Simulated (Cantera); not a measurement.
An adiabatic, constant-volume homogeneous reactor starts with C3H8 : O2 : N2 = 1 : 4.55 : 11.8 (molar parts), at 975 K and 500000 Pa.

Cantera simulation using GRI-Mech 3.0 (53 species, 325 reactions); the numbers are that mechanism's predictions, not measurements. GRI-Mech 3.0 was tuned for natural gas; its chemistry of propane as a main component is partial and can be far from experiment. Below about 1000 K GRI-Mech 3.0 lacks low-temperature oxidation paths. Above 3000 K some thermodynamic fits are extrapolated.

Question: Predict: time of steepest temperature rise; temperature at 1.00 s; equilibrium temperature; x(O2) at 1.00 s; x(N2O) at 1.00 s; x(O) at 1.00 s.

Answer: 
```json
{
  "time_of_steepest_temperature_rise": "0.180 s",
  "temperature at 1.00 s": "3141 K",
  "equilibrium_temperature": "3141 K",
  "x(O2) at 1.00 s": "0.0148 (gas-phase equilibrium 0.0148)",
  "x(N2O) at 1.00 s": "2.75e-6 (gas-phase equilibrium 2.75e-6)",
  "x(O) at 1.00 s": "0.00515 (gas-phase equilibrium 0.00515)"
}
```
